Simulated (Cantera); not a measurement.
An isothermal, constant-pressure homogeneous reactor starts with N₂O : H₂O = 5.1 : 0.085 (molar parts), at 1598 K and 1.80 bar.

Computed with Cantera and GRI-Mech 3.0 (53 species, 325 reactions). GRI-Mech 3.0 was tuned for natural gas; its chemistry of N2O as a main component is partial and can be far from experiment. The temperature is held fixed by assumption; the heat of reaction is taken as removed at once.

x: mole fraction; the columns are a selection and need not sum to one.

```json
[
 {"t (s)": "5.00e-5", "x N₂O": "0.962", "x H₂O": "0.0161", "x OH": "0.000218", "x H₂": "1.32e-6", "x H₂O₂": "1.57e-7"},
 {"t (s)": "0.000140", "x N₂O": "0.924", "x H₂O": "0.0159", "x OH": "0.000251", "x H₂": "1.61e-6", "x H₂O₂": "1.05e-7"},
 {"t (s)": "0.000389", "x N₂O": "0.828", "x H₂O": "0.0154", "x OH": "0.000270", "x H₂": "1.18e-6", "x H₂O₂": "6.91e-8"},
 {"t (s)": "0.00109", "x N₂O": "0.627", "x H₂O": "0.0143", "x OH": "0.000271", "x H₂": "9.94e-7", "x H₂O₂": "4.89e-8"},
 {"t (s)": "0.00303", "x N₂O": "0.325", "x H₂O": "0.0127", "x OH": "0.000238", "x H₂": "8.84e-7", "x H₂O₂": "3.44e-8"},
 {"t (s)": "0.00847", "x N₂O": "0.0833", "x H₂O": "0.0114", "x OH": "0.000164", "x H₂": "5.70e-7", "x H₂O₂": "1.83e-8"},
 {"t (s)": "0.0236", "x N₂O": "(withheld)", "x H₂O": "0.0110", "x OH": "(withheld)", "x H₂": "(withheld)", "x H₂O₂": "(withheld)"},
 {"t (s)": "0.0659", "x N₂O": "1.39e-5", "x H₂O": "0.0110", "x OH": "5.28e-5", "x H₂": "1.05e-7", "x H₂O₂": "2.67e-9"},
 {"t (s)": "0.184", "x N₂O": "6.78e-6", "x H₂O": "0.0110", "x OH": "5.28e-5", "x H₂": "1.05e-7", "x H₂O₂": "2.67e-9"},
 {"t (s)": "0.514", "x N₂O": "6.70e-6", "x H₂O": "0.0110", "x OH": "5.28e-5", "x H₂": "1.05e-7", "x H₂O₂": "2.67e-9"},
 {"t (s)": "1.43", "x N₂O": "6.50e-6", "x H₂O": "0.0110", "x OH": "5.28e-5", "x H₂": "1.04e-7", "x H₂O₂": "2.67e-9"},
 {"t (s)": "4.00", "x N₂O": "5.99e-6", "x H₂O": "0.0110", "x OH": "5.30e-5", "x H₂": "1.04e-7", "x H₂O₂": "2.69e-9"}
]
```

Q: Complete the blanks.

A: 
- 0.0236, x N₂O: 0.00550
- 0.0236, x OH: 7.37e-5
- 0.0236, x H₂: 1.66e-7
- 0.0236, x H₂O₂: 4.82e-9
